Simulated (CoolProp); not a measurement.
A simple Rankine cycle with isobutane: condensing at 324.15 K, boiler at 2.92 MPa, turbine inlet 544.9 K, turbine efficiency 0.8, pump efficiency 0.6, no recuperator. Each further row changes one setting.

Model: reference Helmholtz-energy equation of state, Bücker 2006, in CoolProp.

```json
[
 {"case": "as stated", "thermal efficiency (%)": "9.2", "net work (kJ/kg)": "72.6", "heat in (kJ/kg)": "788", "turbine exit temperature (K)": "506.6", "volume ratio over the turbine": "?"},
 {"case": "turbine inlet 564.9 K", "thermal efficiency (%)": "9.0", "net work (kJ/kg)": "?", "heat in (kJ/kg)": "846", "turbine exit temperature (K)": "?", "volume ratio over the turbine": "4.14"},
 {"case": "condensing temperature 316.15 K", "thermal efficiency (%)": "10.3", "net work (kJ/kg)": "83.3", "heat in (kJ/kg)": "?", "turbine exit temperature (K)": "?", "volume ratio over the turbine": "5.07"},
 {"case": "boiler pressure 2.04 MPa", "thermal efficiency (%)": "7.1", "net work (kJ/kg)": "57.0", "heat in (kJ/kg)": "?", "turbine exit temperature (K)": "517.2", "volume ratio over the turbine": "2.88"},
 {"case": "turbine efficiency 0.7", "thermal efficiency (%)": "?", "net work (kJ/kg)": "62.6", "heat in (kJ/kg)": "788", "turbine exit temperature (K)": "?", "volume ratio over the turbine": "4.20"}
]
```

Question: What belongs in the gaps?

Answer: 
- as stated, volume ratio over the turbine: 4.17
- turbine inlet 564.9 K, net work (kJ/kg): 76.4
- turbine inlet 564.9 K, turbine exit temperature (K): 526.9
- condensing temperature 316.15 K, heat in (kJ/kg): 809
- condensing temperature 316.15 K, turbine exit temperature (K): 501.8
- boiler pressure 2.04 MPa, heat in (kJ/kg): 801
- turbine efficiency 0.7, thermal efficiency (%): 7.9
- turbine efficiency 0.7, turbine exit temperature (K): 510.4
